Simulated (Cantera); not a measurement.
## Premixed flame

A freely propagating, adiabatic, planar premixed flame of 31.6 % H2, 14.4 % O2, 54.0 % N2, equivalence ratio 1.1, unburnt at 675 K and 35000 Pa; mixture-averaged transport, grid criteria slope 0.08 and curve 0.16, no radiation.

Computed with Cantera and the H2/O2 subset of GRI-Mech 3.0, which has no nitrogen chemistry. Burning velocities carry a grid error of a few per cent, more on coarse grids.

```tsv
z (mm)	T (K)	u (m/s)	x H2	x O2	x H2O2	x HO2	x O	x H
-5.88	675	8.93	0.316	0.144	<1e-8	<1e-8	<1e-8	<1e-8
-3.92	675	8.93	0.316	0.144	<1e-8	<1e-8	<1e-8	<1e-8
-2.94	675	8.93	0.316	0.144	<1e-8	<1e-8	<1e-8	<1e-8
-1.96	675	8.93	0.316	0.144	<1e-8	4.07e-7	<1e-8	1.96e-7
-0.981	680	8.99	0.315	0.144	4.60e-7	8.20e-5	7.24e-6	0.000258
-0.490	787	10.3	0.295	0.141	1.49e-6	7.13e-5	0.000307	0.00758
0	1184	15.0	0.165	0.0945	1.74e-6	3.25e-5	0.00753	0.0618
0.490	1484	18.5	0.0666	0.0351	1.51e-6	1.12e-5	0.0149	0.0909
0.981	1616	20.0	0.0597	0.0268	9.97e-7	7.49e-6	0.0151	0.0828
1.96	1766	21.6	0.0616	0.0234	5.48e-7	5.54e-6	0.0138	0.0684
3.92	1930	23.4	0.0622	0.0200	2.88e-7	3.98e-6	0.0117	0.0533
7.84	2096	25.0	0.0608	0.0164	1.64e-7	2.80e-6	0.00905	0.0393
15.7	2255	26.6	0.0573	0.0127	1.09e-7	2.03e-6	0.00638	0.0272
```
x: mole fraction of selected species; z is measured from the peak of heat release.

- laminar burning velocity: 893 cm/s
- thermal thickness: 1.96 mm
- peak x(H2O2): 1.93e-6
- peak x(HO2): 9.27e-5
- peak x(O): 0.0153
- peak x(H): 0.0910
